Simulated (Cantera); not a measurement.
**borazine + O2 + H2 (boron, boron nitride and boron oxide)**

Feed: 1 mol borazine, 1.9 mol O2, 16 mol H2.

Method: chemical equilibrium by Gibbs-energy minimisation in Cantera with the NASA 1993 tables (ideal gas, pure condensed phases). Candidate condensed phases: B, BN, B2O3, B3O3H3, H2O; 39 gas species. The feed counts by its element totals alone. Mutual solubility and eutectic melting of coexisting phases are not modelled. Kinetics and transport are ignored.

Stable condensed phases:

```
T in °C \ P in Pa
             10     25     63    160    400   1000   2500   6300  16000  40000 100000
   1602       A      A      A      A      A      A      A      A      B      C      C
   1527       A      A      A      A      A      A      A      B      C      C      C
   1452       A      A      A      A      A      A      B      C      C      C      C
   1377       A      A      A      A      B      B      C      C      C      C      C
   1302       A      A      A      B      C      C      C      C      C      C      C
   1227       A      B      B      C      C      C      C      C      C      C      C
   1152       B      C      C      C      C      C      C      C      C      C      C
   1077       C      C      C      C      C      C      C      C      C      C      C
   1002       C      C      C      C      C      C      C      C      C      C      C
```

A: gas only; B: BN; C: BN + B2O3.
